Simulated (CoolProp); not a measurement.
Vapour-liquid equilibrium of ethylene (1) + propylene (2) at -42.95 °C; x and y are mole fractions of (1).

Computed with CoolProp (multi-fluid Helmholtz-energy mixture model, Smukala 2000 and Lemmon 2013; pair parameters Bell 2016).

```json
[
 {"x": "0.05", "bubble pressure, mixture model (kPa)": "182.4", "bubble pressure, Raoult's law (kPa)": "184.8", "y, mixture model": "0.338", "y, Raoult's law": "0.359"},
 {"x": "0.15", "bubble pressure, mixture model (kPa)": "299.1", "bubble pressure, Raoult's law (kPa)": "305.1", "y, mixture model": "0.625", "y, Raoult's law": "0.653"},
 {"x": "0.25", "bubble pressure, mixture model (kPa)": "416.4", "bubble pressure, Raoult's law (kPa)": "425.5", "y, mixture model": "0.753", "y, Raoult's law": "0.780"},
 {"x": "0.35", "bubble pressure, mixture model (kPa)": "533.4", "bubble pressure, Raoult's law (kPa)": "545.8", "y, mixture model": "0.825", "y, Raoult's law": "0.851"},
 {"x": "0.45", "bubble pressure, mixture model (kPa)": "649.7", "bubble pressure, Raoult's law (kPa)": "666.1", "y, mixture model": "0.873", "y, Raoult's law": "0.897"},
 {"x": "0.55", "bubble pressure, mixture model (kPa)": "765.8", "bubble pressure, Raoult's law (kPa)": "786.4", "y, mixture model": "0.907", "y, Raoult's law": "0.929"},
 {"x": "0.65", "bubble pressure, mixture model (kPa)": "882.5", "bubble pressure, Raoult's law (kPa)": "906.7", "y, mixture model": "0.933", "y, Raoult's law": "0.952"},
 {"x": "0.75", "bubble pressure, mixture model (kPa)": "1002", "bubble pressure, Raoult's law (kPa)": "1027", "y, mixture model": "0.954", "y, Raoult's law": "0.970"},
 {"x": "0.85", "bubble pressure, mixture model (kPa)": "1125", "bubble pressure, Raoult's law (kPa)": "1147", "y, mixture model": "0.974", "y, Raoult's law": "0.984"},
 {"x": "0.95", "bubble pressure, mixture model (kPa)": "1257", "bubble pressure, Raoult's law (kPa)": "1268", "y, mixture model": "0.991", "y, Raoult's law": "0.995"}
]
```

The largest gap from Raoult's law is -2.7 % in bubble pressure, at x = 0.65. No azeotrope shows between x = 0.05 and 0.95.

Pair parameters are fitted to limited data, so mixtures are less certain than the pure fluids.
